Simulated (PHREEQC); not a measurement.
## Hard or scaling water: speciation

Consider water at 36 °C with 0.044 mol/kgw MgCl2, 0.0002 mol/kgw Na2CO3 and 0.0013 mol/kgw H4SiO4. Closed to the air; pH follows from the charge balance.

Equilibrium calculation in PHREEQC: Pitzer model, pitzer.dat.

Each row changes one thing in this solution. No solid was allowed to form.

```json
[
 {"case": "as made", "pH": "8.51", "H4SiO4 (mol/kgw)": "0.00118", "HCO3- (mol/kgw)": "0.000158", "H3SiO4- (mol/kgw)": "0.000124", "CO2 (mol/kgw)": "6.70e-7", "SI of SiO2(a) (SiO2)": "-0.35", "SI of Magnesite (MgCO3)": "+0.38"},
 {"case": "Na2CO3 from 0.0002 to 0.002 mol/kgw", "pH": "9.32", "H4SiO4 (mol/kgw)": "0.000771", "HCO3- (mol/kgw)": "0.000747", "H3SiO4- (mol/kgw)": "0.000528", "CO2 (mol/kgw)": "4.93e-7", "SI of SiO2(a) (SiO2)": "-0.53", "SI of Magnesite (MgCO3)": "+1.85"},
 {"case": "0.00062 mol/kgw NaBr added", "pH": "8.51", "H4SiO4 (mol/kgw)": "0.00118", "HCO3- (mol/kgw)": "0.000158", "H3SiO4- (mol/kgw)": "0.000124", "CO2 (mol/kgw)": "6.71e-7", "SI of SiO2(a) (SiO2)": "-0.35", "SI of Magnesite (MgCO3)": "+0.38"},
 {"case": "Na2CO3 from 0.0002 to 0.0004 mol/kgw", "pH": "8.77", "H4SiO4 (mol/kgw)": "0.00109", "HCO3- (mol/kgw)": "0.000270", "H3SiO4- (mol/kgw)": "0.000209", "CO2 (mol/kgw)": "6.35e-7", "SI of SiO2(a) (SiO2)": "-0.38", "SI of Magnesite (MgCO3)": "+0.87"},
 {"case": "MgCl2 from 0.044 to 0.44 mol/kgw", "pH": "7.94", "H4SiO4 (mol/kgw)": "0.00121", "HCO3- (mol/kgw)": "0.000137", "H3SiO4- (mol/kgw)": "9.14e-5", "CO2 (mol/kgw)": "1.27e-6", "SI of SiO2(a) (SiO2)": "-0.24", "SI of Magnesite (MgCO3)": "+0.44"},
 {"case": "diluted 100-fold with water", "pH": "7.87", "H4SiO4 (mol/kgw)": "1.28e-5", "HCO3- (mol/kgw)": "1.94e-6", "H3SiO4- (mol/kgw)": "2.08e-7", "CO2 (mol/kgw)": "4.97e-8", "SI of SiO2(a) (SiO2)": "-2.32", "SI of Magnesite (MgCO3)": "-3.67"},
 {"case": "MgCl2 from 0.044 to 0.022 mol/kgw", "pH": "8.61", "H4SiO4 (mol/kgw)": "0.00117", "HCO3- (mol/kgw)": "0.000163", "H3SiO4- (mol/kgw)": "0.000135", "CO2 (mol/kgw)": "6.14e-7", "SI of SiO2(a) (SiO2)": "-0.36", "SI of Magnesite (MgCO3)": "+0.30"},
 {"case": "H4SiO4 from 0.0013 to 0.00026 mol/kgw", "pH": "8.86", "H4SiO4 (mol/kgw)": "0.000210", "HCO3- (mol/kgw)": "0.000126", "H3SiO4- (mol/kgw)": "4.95e-5", "CO2 (mol/kgw)": "2.41e-7", "SI of SiO2(a) (SiO2)": "-1.10", "SI of Magnesite (MgCO3)": "+0.63"},
 {"case": "0.015 mol/kgw HBr added", "pH": "1.94", "H4SiO4 (mol/kgw)": "0.00130", "HCO3- (mol/kgw)": "1.29e-8", "H3SiO4- (mol/kgw)": "3.77e-11", "CO2 (mol/kgw)": "0.000200", "SI of SiO2(a) (SiO2)": "-0.30", "SI of Magnesite (MgCO3)": "-10.30"}
]
```

Some of these states are supersaturated (in Magnesite (slow to form), for instance). Constants without temperature data keep their 25 °C values here.
